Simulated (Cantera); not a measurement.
An adiabatic, constant-pressure homogeneous reactor starts with CH₃OH : O₂ : N₂ : CO₂ = 1 : 1 : 3.76 : 0.9 (molar parts), at 1600 K and 0.260 bar. Integrator tolerance rtol = 1e-08.

Computed with Cantera and GRI-Mech 3.0 (53 species, 325 reactions). GRI-Mech 3.0 was tuned for natural gas; its chemistry of methanol as a main component is partial and can be far from experiment.

**Question.** What does this change do: pressure from 0.260 bar to 21.0 bar?

**Answer.** 
```csv
quantity,before,after
time of steepest temperature rise,0.316 ms,7.03 µs
temperature at 2.00 s,2519 K,2731 K
equilibrium temperature,2519 K,2731 K
x(CH₃OH) at 2.00 s,<1e-12 (gas-phase equilibrium <1e-12),<1e-12 (gas-phase equilibrium <1e-12)
x(O₂) at 2.00 s,0.00719 (gas-phase equilibrium 0.00719),0.000986 (gas-phase equilibrium 0.000986)
x(CO₂) at 2.00 s,0.124 (gas-phase equilibrium 0.124),0.138 (gas-phase equilibrium 0.138)
x(O) at 2.00 s,0.00266 (gas-phase equilibrium 0.00266),0.000284 (gas-phase equilibrium 0.000284)
x(CH₂) at 2.00 s,<1e-12 (gas-phase equilibrium <1e-12),1.20e-12 (gas-phase equilibrium 1.29e-12)
x(C₂H₄) at 2.00 s,<1e-12 (gas-phase equilibrium <1e-12),<1e-12 (gas-phase equilibrium <1e-12)
x(CH₄) at 2.00 s,<1e-12 (gas-phase equilibrium <1e-12),5.23e-12 (gas-phase equilibrium 5.99e-12)
```
The pressure lies above the range GRI-Mech 3.0 was tuned for (to about 10 atm).

**Question.** What does this change do: pressure from 0.260 bar to 7.70 bar?

**Answer.** 
```tsv
quantity	before	after
time of steepest temperature rise	0.316 ms	14.8 µs
temperature at 2.00 s	2519 K	2696 K
equilibrium temperature	2519 K	2696 K
x(CH₃OH) at 2.00 s	<1e-12 (gas-phase equilibrium <1e-12)	<1e-12 (gas-phase equilibrium <1e-12)
x(O₂) at 2.00 s	0.00719 (gas-phase equilibrium 0.00719)	0.00183 (gas-phase equilibrium 0.00183)
x(CO₂) at 2.00 s	0.124 (gas-phase equilibrium 0.124)	0.136 (gas-phase equilibrium 0.136)
x(O) at 2.00 s	0.00266 (gas-phase equilibrium 0.00266)	0.000551 (gas-phase equilibrium 0.000551)
x(CH₂) at 2.00 s	<1e-12 (gas-phase equilibrium <1e-12)	<1e-12 (gas-phase equilibrium <1e-12)
x(C₂H₄) at 2.00 s	<1e-12 (gas-phase equilibrium <1e-12)	<1e-12 (gas-phase equilibrium <1e-12)
x(CH₄) at 2.00 s	<1e-12 (gas-phase equilibrium <1e-12)	<1e-12 (gas-phase equilibrium 1.03e-12)
```
